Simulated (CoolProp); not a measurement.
Vapour-liquid equilibrium of hydrogen chloride (1) + propane (2) at 1.9 MPa; x and y are mole fractions of (1).

Model: multi-fluid Helmholtz-energy mixture model, Thol 2018 and Lemmon 2009; pair parameters Bell 2016, in CoolProp.

### Question
Give the bubble temperature and the first vapour's composition at x = 0.05, 0.85, 0.95. Is there an azeotrope?

### Answer
x = 0.05: 318.3 K, y = 0.176; x = 0.85: 264.6 K, y = 0.924; x = 0.95: 262.7 K, y = 0.971. No azeotrope shows between x = 0.05 and 0.95.

Pair parameters are fitted to limited data, so mixtures are less certain than the pure fluids.
